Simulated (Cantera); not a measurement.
Standard-state values (1 bar) from the NASA 1993 polynomials, evaluated with Cantera. Values are per mole of reaction as written; species without (g) are pure solids or liquids, kept so even where they would boil at 1 bar.

Question: Between 775 and 1375 K, where is each reaction favourable under standard conditions?
- 6 NO(g) = O₃(g) + 3 N₂O(g)

Answer: 
- 6 NO(g) = O₃(g) + 3 N₂O(g): ΔG° is 124 kJ at 775 K and 341 kJ at 1375 K; it stays positive (K < 1). ΔH° is -150 kJ and ΔS° -357 J/K at 1375 K.
